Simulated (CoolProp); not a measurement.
A simple Rankine cycle with R114: condensing at 303.15 K, boiler at 0.72 MPa, turbine inlet 492 K, turbine efficiency 0.65, pump efficiency 0.8, no recuperator. Each further row changes one setting.

Model: reference Helmholtz-energy equation of state, Platzer 1990, in CoolProp. This equation is an older, rougher fit; its heat capacities, sound speeds and derivatives of the liquid may be far off and weren't checked against measurements.

| case | thermal efficiency (%) | net work (kJ/kg) | heat in (kJ/kg) | turbine exit temperature (K) | volume ratio over the turbine |
|---|---|---|---|---|---|
| as stated | ___ | 15.0 | 274 | ___ | 2.82 |
| condensing temperature 295.15 K | 6.6 | 18.6 | ___ | ___ | 3.62 |
| boiler pressure 0.504 MPa | ___ | ___ | 275 | ___ | ___ |
| turbine efficiency 0.55 | 4.6 | 12.6 | 274 | 473.9 | 2.84 |

**Question.** Fill in the missing entries.

**Answer.** 
- as stated, thermal efficiency (%): 5.5
- as stated, turbine exit temperature (K): 471.1
- condensing temperature 295.15 K, heat in (kJ/kg): 282
- condensing temperature 295.15 K, turbine exit temperature (K): 466.4
- boiler pressure 0.504 MPa, thermal efficiency (%): 3.7
- boiler pressure 0.504 MPa, net work (kJ/kg): 10.2
- boiler pressure 0.504 MPa, turbine exit temperature (K): 478.4
- boiler pressure 0.504 MPa, volume ratio over the turbine: 1.98
